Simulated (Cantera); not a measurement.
Mixture: H₂ : O₂ : N₂ = 1 : 0.385 : 1.45 (molar parts), equivalence ratio 1.3, at 12000 Torr, adiabatic and at constant volume. Ignition delay is the time to a rise of 400 K.

Detailed kinetics in Cantera: the H2/O2 subset of GRI-Mech 3.0, which has no nitrogen chemistry. The hydrogen kinetics of GRI-Mech 3.0 are dated; newer H2 mechanisms differ, most at raised pressure. The pressure lies above the range GRI-Mech 3.0 was tuned for (to about 10 atm).

Question: Predict: delay at 1100 K; delay at 1250 K; delay at 1400 K; delay at 1550 K; apparent activation energy between 1475 and 1625 K.

Answer: 
```
Item                                                   Result
--------------------------------------------------  ---------
delay at 1100 K                                      0.702 ms
delay at 1250 K                                       31.6 µs
delay at 1400 K                                       1.85 µs
delay at 1550 K                                      0.784 µs
apparent activation energy between 1475 and 1625 K  83 kJ/mol
```
